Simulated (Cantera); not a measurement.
Charge: 1 mol NaI, 14 mol H₂, at 1998 K and 0.950 Pa.

These are equilibrium values from Cantera (NASA tables, ideal gas, pure condensed phases), not measurements of a reactor. Candidate condensed phases: I₂, Na, NaI; 9 gas species. Kinetics and transport are ignored.

Base state: H₂ 0.522, H 0.376, Na 0.0507, I 0.0506, HI 6.82e-5, NaI 4.27e-5 (mole fractions); condensed: gas only.

Task: What changes in the equilibrium state with this change: temperature from 1998 K to 1323.15 K?

Result: 
```csv
species,before,after
H₂,0.522,0.918
NaI,4.27e-5,0.0501
Na,0.0507,0.0155
H,0.376,0.000494
I,0.0506,0.0152
HI,6.82e-5,0.000368
```

Task: What changes in the equilibrium state with this change: pressure from 0.950 Pa to 1.00 bar?

Result: 
| species | before | after |
|---|---|---|
| H₂ | 0.522 | 0.925 |
| NaI | 4.27e-5 | 0.0589 |
| Na | 0.0507 | 0.00727 |
| H | 0.376 | 0.00154 |
| I | 0.0506 | 0.00463 |
| NaH | 8.31e-7 | 5.15e-5 |
| HI | 6.82e-5 | 0.00269 |
Gases not in the tables: NaBr and NaI dimers.
